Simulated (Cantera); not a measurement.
A diamond (100) surface in a fixed gas of H2 with x(CH4) = 0.0055, x(CH3) = 9.3e-05, at 1200 K, 68.3 Torr; coverages are run to steady state.

Detailed kinetics in Cantera: the Harris–Goodwin 1993 mechanism for the reconstructed diamond (100) surface.

θ: site fractions in the mechanism's names (c6HH fully hydrogenated, c6H* and c6*H radical sites, c6** diradical, c6HM methylated).

```json
[
 {"x(H)": "0.0001", "growth (µm/h)": "0.150", "θ c6HH": "0.616", "θ c6H*": "0.0271", "θ c6*H": "0.347", "θ c6**": "0.00492", "θ c6HM": "0.00159"},
 {"x(H)": "0.00019", "growth (µm/h)": "(withheld)", "θ c6HH": "(withheld)", "θ c6H*": "(withheld)", "θ c6*H": "(withheld)", "θ c6**": "(withheld)", "θ c6HM": "(withheld)"},
 {"x(H)": "0.00038", "growth (µm/h)": "0.617", "θ c6HH": "0.499", "θ c6H*": "0.0348", "θ c6*H": "0.446", "θ c6**": "0.0148", "θ c6HM": "0.00232"},
 {"x(H)": "0.00074", "growth (µm/h)": "1.08", "θ c6HH": "0.471", "θ c6H*": "0.0365", "θ c6*H": "0.468", "θ c6**": "0.0202", "θ c6HM": "0.00251"},
 {"x(H)": "0.0014", "growth (µm/h)": "1.76", "θ c6HH": "0.455", "θ c6H*": "0.0374", "θ c6*H": "0.479", "θ c6**": "0.0244", "θ c6HM": "0.00251"},
 {"x(H)": "0.0028", "growth (µm/h)": "2.85", "θ c6HH": "0.445", "θ c6H*": "0.0380", "θ c6*H": "0.485", "θ c6**": "0.0274", "θ c6HM": "0.00228"},
 {"x(H)": "0.0055", "growth (µm/h)": "4.23", "θ c6HH": "0.441", "θ c6H*": "0.0383", "θ c6*H": "0.489", "θ c6**": "0.0292", "θ c6HM": "0.00185"},
 {"x(H)": "0.011", "growth (µm/h)": "5.77", "θ c6HH": "0.438", "θ c6H*": "0.0385", "θ c6*H": "0.490", "θ c6**": "0.0303", "θ c6HM": "0.00131"},
 {"x(H)": "0.021", "growth (µm/h)": "(withheld)", "θ c6HH": "0.438", "θ c6H*": "0.0388", "θ c6*H": "0.491", "θ c6**": "0.0309", "θ c6HM": "(withheld)"}
]
```

Q: Fill in the missing entries.

A: 
- 0.00019, growth (µm/h): 0.315
- 0.00019, θ c6HH: 0.549
- 0.00019, θ c6H*: 0.0317
- 0.00019, θ c6*H: 0.405
- 0.00019, θ c6**: 0.00907
- 0.00019, θ c6HM: 0.00198
- 0.021, growth (µm/h): 7.04
- 0.021, θ c6HM: 0.000855
